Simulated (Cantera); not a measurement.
# Ignition delay

Mixture: 14.8 % CH4, 17.5 % O2, 65.5 % N2, 2.22 % H2O, at 35.0 bar, adiabatic and at constant pressure. Ignition delay is the time to a rise of 400 K.

Computed with Cantera and GRI-Mech 3.0 (53 species, 325 reactions). The pressure lies above the range GRI-Mech 3.0 was tuned for (to about 10 atm).

| T0 (K) | delay (ms) |
|---|---|
| 1023 | 17.6 |
| 1098 | 5.39 |
| 1173 | 1.98 |
| 1248 | 0.830 |
| 1323 | 0.380 |
| 1398 | 0.185 |
| 1473 | 0.0941 |
| 1548 | 0.0493 |
| 1623 | 0.0265 |

The apparent activation energy between 1473 and 1623 K comes out as 170 kJ/mol.
